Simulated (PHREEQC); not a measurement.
Make-up at 25 °C: 0.058 mol HCl, 0.093 mol FeSO4 and 0.0076 mol Na2SO4 per kg of water. Closed to the air; pH follows from the charge balance.

Model: Pitzer model, pitzer.dat, run in PHREEQC.

```
Quantity                     Result
--------------------  -------------
pH                             1.64
ionic strength        0.403 mol/kgw
specific conductance    25000 µS/cm
density                 1.013 g/cm³
osmotic coefficient           0.742
total alkalinity       -58.0 meq/kg
```

```csv
species,molality,activity,log γ
Fe+2,0.0930,0.0203,-0.661
SO4-2,0.0757,0.00922,-0.914
Cl-,0.0580,0.0386,-0.177
H+,0.0331,0.0227,-0.164
HSO4-,0.0249,0.0199,-0.097
Na+,0.0152,0.0109,-0.146
```

This is a speciation only: nothing precipitates in the calculation.
